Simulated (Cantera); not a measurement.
Cantera run:

```python
import numpy as np
import cantera as ct

gas_names = """
    Cu CuF CuF2 Cu2 F F2 H HF H2 H2F2 H3F3 H4F4 H5F5 H6F6 H7F7
""".split()
cond_names = """
    Cu(cr) Cu(L) CuF2(s) CuF2(L)
""".split()


# ... load() reads the species with a 1 bar reference pressure and builds the phases ...
atoms = {
    'CuF2': {'Cu': 1, 'F': 2},
    'H2': {'H': 2},
}
top_T = {}  # K; cautious upper limits of use, not melting points


# ... equilibrate(T, P, feed) seeds the gas with the atoms and calls Mixture.equilibrate('TP', solver="vcs", rtol=1e-11, max_steps=5000) ...
results = []
T = 1823.15  # K
P = 14000  # Pa
for m in [0.35, 0.44, 0.55, 0.7, 0.89, 1.1, 1.4]:
    feed = {'CuF2': 1, 'H2': m}  # mol
    mix = equilibrate(T, P, feed)
    results.append((T, P, feed, dict(zip(mix.species_names, mix.species_moles))))

top = {s: max(r[3][s] / sum(r[3][g] for g in gas_names) for r in results) for s in gas_names}
cols = sorted((s for s in top if top[s] > 0.001), key=lambda s: -top[s])[:7]
seen = [c for c in cond_names if any(r[3].get(c, 0) > 1e-12 for r in results)]
print("log10 of partial pressures in bar; condensed amounts in mol")
print(f"{'n(H2)':>10s}" + "".join(f"{s[:9]:>10s}" for s in cols + seen))
for T, P, feed, n in results:
    ng = sum(n[g] for g in gas_names)
    print(f"{feed['H2']:10.4g}" + "".join(f"{np.log10(max(n[s] / ng * P / 1e5, 1e-99)):10.3f}" for s in cols)
          + "".join(f"{n.get(c, 0):10.4g}" for c in seen))
```

Output:

```
log10 of partial pressures in bar; condensed amounts in mol
     n(H2)        HF       CuF      CuF2        H2        Cu         F     Cu(L)
      0.35    -1.240    -1.238    -1.612    -9.560    -4.498    -3.551         0
      0.44    -1.184    -1.185    -2.048    -8.468    -3.955    -4.040         0
      0.55    -1.112    -1.216    -2.914    -6.656    -3.152    -4.875    0.1075
       0.7    -1.009    -1.389    -3.259    -6.105    -3.152    -5.047    0.3978
      0.89    -0.907    -1.818    -4.118    -5.041    -3.152    -5.477    0.7707
       1.1    -0.880    -3.232    -6.945    -2.162    -3.152    -6.890    0.9804
       1.4    -0.937    -3.553    -7.587    -1.633    -3.152    -7.211     0.983
```

Equilibrium computed with Cantera from the NASA thermochemical tables; the gas is ideal and each condensed phase is pure.
